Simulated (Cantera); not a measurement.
## N2O furnace oxynitridation

An isothermal, constant-pressure homogeneous reactor starts with 50.0 % N2O, 0.599 % H2, 49.5 % N2, at 1123 K and 760 Torr.

Model: GRI-Mech 3.0 (53 species, 325 reactions), integrated in Cantera. GRI-Mech 3.0 was tuned for natural gas; its chemistry of N2O as a main component is partial and can be far from experiment. The mechanism lacks the step 2 NO + O2 → 2 NO2, which can matter for NO2 below about 1400 K. The temperature is held fixed by assumption; the heat of reaction is taken as removed at once.

| t (s) | x N2O | x H2 | x H2O2 | x NO2 | x H2O | x O |
|---|---|---|---|---|---|---|
| 5.00e-5 | 0.499 | 0.00599 | 4.95e-12 | 1.02e-12 | 1.32e-6 | 3.36e-7 |
| 0.000150 | 0.499 | 0.00598 | 1.88e-10 | 7.66e-11 | 1.50e-5 | 3.40e-7 |
| 0.000452 | 0.499 | 0.00587 | 4.67e-9 | 6.63e-9 | 0.000125 | 3.43e-7 |
| 0.00136 | 0.499 | 0.00522 | 4.65e-8 | 1.60e-7 | 0.000760 | 3.78e-7 |
| 0.00408 | 0.496 | 0.00330 | 7.36e-8 | 8.78e-7 | 0.00268 | 4.13e-7 |
| 0.0123 | 0.494 | 0.00109 | 4.38e-8 | 5.33e-6 | 0.00489 | 4.52e-7 |
| 0.0368 | 0.491 | 0.000145 | 1.04e-8 | 2.75e-5 | 0.00584 | 4.68e-7 |
| 0.111 | 0.485 | 2.51e-6 | 4.29e-9 | 7.50e-5 | 0.00597 | 4.56e-7 |
| 0.333 | 0.468 | 3.42e-9 | 4.46e-9 | 0.000121 | 0.00593 | 4.37e-7 |
| 1.00 | 0.424 | 2.65e-9 | 4.76e-9 | 0.000161 | 0.00582 | 4.10e-7 |
x: mole fraction; the columns are a selection and need not sum to one.

Equilibrium at this temperature and pressure: N2O 7.65e-9, H2 2.48e-11, H2O2 2.47e-11, NO2 2.50e-6, H2O 0.00481, O 1.96e-9 (gas phase only).
